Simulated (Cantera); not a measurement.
A freely propagating, adiabatic, planar premixed flame of 4.88 % CH4, 1.85 % C2H6, 16.2 % O2, 60.9 % N2, 16.1 % CO2, unburnt at 575 K and 88000 Pa; mixture-averaged transport, grid criteria slope 0.08 and curve 0.16, no radiation.

Model: GRI-Mech 3.0 (53 species, 325 reactions), integrated in Cantera. Burning velocities carry a grid error of a few per cent, more on coarse grids.

Q: Predict: laminar burning velocity; thermal thickness; peak x(HCO); peak x(CH3).

A: 
```
Item                         Result
------------------------  ---------
laminar burning velocity  50.6 cm/s
thermal thickness          0.671 mm
peak x(HCO)                 2.36e-5
peak x(CH3)                 0.00128
```
